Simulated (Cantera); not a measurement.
A Cantera script and its output.

```python
import numpy as np
import cantera as ct

gas = ct.Solution("gri30.yaml")
gas.TPX = 2198, 210000, {'CH4': 1, 'CO2': 3.2, 'H2O': 0.0076}
inlet = ct.Reservoir(gas, clone=True)

reactor = ct.IdealGasConstPressureReactor(gas, energy="off", clone=False)
exhaust = ct.Reservoir(gas, clone=True)
tau = [9.5, 1.9, 0.39, 0.078, 0.016, 0.0032, 0.00065, 0.00013][0]
for a, b in ((inlet, reactor), (reactor, exhaust)):
    ct.MassFlowController(a, b, mdot=lambda t: reactor.mass / tau)
net = ct.ReactorNet([reactor])
show = ['CH4', 'CO2', 'O2', 'CH3', 'HO2', 'H2O2']

rows = []
print(f"{'tau/s':>10s}{'T/K':>9s}" + "".join(f"{s:>11s}" for s in show))
for tau in [9.5, 1.9, 0.39, 0.078, 0.016, 0.0032, 0.00065, 0.00013]:
    net.initial_time = 0.0
    net.advance(30 * tau)
    before = gas.X
    net.advance(40 * tau)
    drift = np.max(np.abs(gas.X - before) / (gas.X + 1e-9))
    rows.append([gas.T, *gas[show].X, drift])
    print(f"{tau:10.3e}{gas.T:9.1f}" + "".join(f"{x:11.3e}" for x in gas[show].X))
```

Output:

```
     tau/s      T/K        CH4        CO2         O2        CH3        HO2       H2O2
 9.500e+00   2198.0  1.786e-06  1.570e-01  1.539e-06  3.589e-07  1.396e-09  1.198e-09
 1.900e+00   2198.0  9.279e-06  1.570e-01  1.482e-06  1.834e-06  1.341e-09  1.156e-09
 3.900e-01   2198.0  5.154e-05  1.571e-01  1.299e-06  9.612e-06  1.172e-09  1.021e-09
 7.800e-02   2198.0  3.013e-04  1.578e-01  1.085e-06  5.192e-05  9.811e-10  8.641e-10
 1.600e-02   2198.0  1.401e-03  1.615e-01  9.931e-07  2.341e-04  9.261e-10  8.160e-10
 3.200e-03   2198.0  4.984e-03  1.824e-01  8.473e-07  8.284e-04  9.793e-10  8.525e-10
 6.500e-04   2198.0  1.359e-02  2.645e-01  5.564e-07  2.185e-03  1.246e-09  9.587e-10
 1.300e-04   2198.0  4.010e-02  4.325e-01  2.269e-07  5.193e-03  1.297e-09  6.334e-10
```

Model: GRI-Mech 3.0 (53 species, 325 reactions), integrated in Cantera.
